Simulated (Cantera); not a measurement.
A Cantera script and its output.

```python
import numpy as np
import cantera as ct

gas = ct.Solution("gri30.yaml")
gas.TPX = 1750, 130, {'CH4': 1, 'H2': 1.9}
reactor = ct.IdealGasConstPressureReactor(gas, energy="off", clone=False)
net = ct.ReactorNet([reactor])
net.rtol, net.atol = 1e-08, 1e-18
show = ['CH4', 'H2', 'C2H2', 'H', 'CH2', 'C2H']
times = np.geomspace(5e-05, 300, 15)

steps = ct.SolutionArray(gas, extra=["t"])
rows = []
print(f"{'t/s':>10s}{'T/K':>9s}{'P/Pa':>11s}" + "".join(f"{s:>11s}" for s in show))
for t in times:
    while net.time < t:
        t_next = net.step()
        steps.append(gas.state, t=t_next)
    rows.append([np.interp(t, steps.t, y) for y in (steps.T, steps.P, *steps(*show).X.T)])
    print(f"{t:10.3e}{rows[-1][0]:9.1f}{rows[-1][1]:11.4g}" + "".join(f"{x:11.3e}" for x in rows[-1][2:]))
rate = np.gradient(steps.T, steps.t)
print("integrator steps:", len(steps.t))
if steps.T.max() > steps.T[0] + 200:
    print(f"time of steepest temperature rise: {steps.t[rate.argmax()]:.4e} s")
gas.TPX = 1750, 130, {'CH4': 1, 'H2': 1.9}
gas.equilibrate("TP")
print(f"equilibrium (TP): T = {gas.T:.1f} K  " + "  ".join(f"{s} {gas[s].X[0]:.3e}" for s in show))
```

It prints:

```
       t/s      T/K       P/Pa        CH4         H2       C2H2          H        CH2        C2H
 5.000e-05   1750.0        130  3.448e-01  6.552e-01  1.597e-18  8.441e-07  8.022e-14  8.949e-27
 1.524e-04   1750.0        130  3.448e-01  6.552e-01  2.468e-16  1.636e-06  1.550e-12  3.533e-24
 4.648e-04   1750.0        130  3.448e-01  6.552e-01  6.272e-14  2.965e-06  2.748e-11  1.861e-21
 1.417e-03   1750.0        130  3.448e-01  6.552e-01  1.151e-11  6.796e-06  4.035e-10  8.221e-19
 4.321e-03   1750.0        130  3.446e-01  6.552e-01  1.447e-09  1.849e-05  4.613e-09  2.858e-16
 1.317e-02   1750.0        130  3.441e-01  6.552e-01  1.575e-07  5.433e-05  4.433e-08  9.170e-14
 4.017e-02   1750.0        130  3.423e-01  6.556e-01  1.843e-05  1.675e-04  3.812e-07  3.309e-11
 1.225e-01   1750.0        130  3.230e-01  6.648e-01  2.403e-03  5.834e-04  2.923e-06  1.483e-08
 3.734e-01   1750.0        130  1.800e-01  7.534e-01  5.449e-02  1.334e-03  5.512e-06  6.785e-07
 1.139e+00   1750.0        130  6.544e-02  8.276e-01  1.021e-01  1.637e-03  3.355e-06  1.420e-06
 3.471e+00   1750.0        130  1.748e-02  8.582e-01  1.211e-01  2.233e-03  2.030e-06  2.216e-06
 1.058e+01   1750.0        130  2.659e-03  8.664e-01  1.269e-01  3.876e-03  1.079e-06  3.991e-06
 3.227e+01   1750.0        130  2.904e-04  8.661e-01  1.277e-01  5.861e-03  2.865e-07  6.078e-06
 9.839e+01   1750.0        130  6.667e-05  8.661e-01  1.278e-01  6.042e-03  7.063e-08  6.269e-06
 3.000e+02   1750.0        130  3.354e-05  8.661e-01  1.278e-01  6.046e-03  3.566e-08  6.274e-06
integrator steps: 1520
equilibrium (TP): T = 1750.0 K  CH4 3.167e-05  H2 8.661e-01  C2H2 1.278e-01  H 6.046e-03  CH2 3.368e-08  C2H 6.274e-06
```

Model: GRI-Mech 3.0 (53 species, 325 reactions), integrated in Cantera. GRI-Mech 3.0 stops at C3 and has no aromatics, soot or wall deposition, so with more carbon than oxygen in the feed, carbon stays in small species such as C2H2 where larger ones or solid carbon would form. Radical loss at walls, strong at low pressure, is not modelled.
